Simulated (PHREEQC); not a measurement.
A solution holds 84 mmol/kgw NaHSO4, 84 mmol/kgw KOH and 11.2 mmol/kgw KCl, at 20 °C and 500 atm. Closed to the air; pH follows from the charge balance.

Computed with PHREEQC (Pitzer model, pitzer.dat).

Question: The ionic strength comes out as 0.263 mol/kgw. What activity coefficients do SO4-2, K+, Na+, Cl- get?

Answer: SO4-2 0.23, K+ 0.66, Na+ 0.67, Cl- 0.70. Single-ion values are on the MacInnes scale.

No solid was allowed to form. Under pressure, the constants of complexes without a molar volume in the database are unreliable.
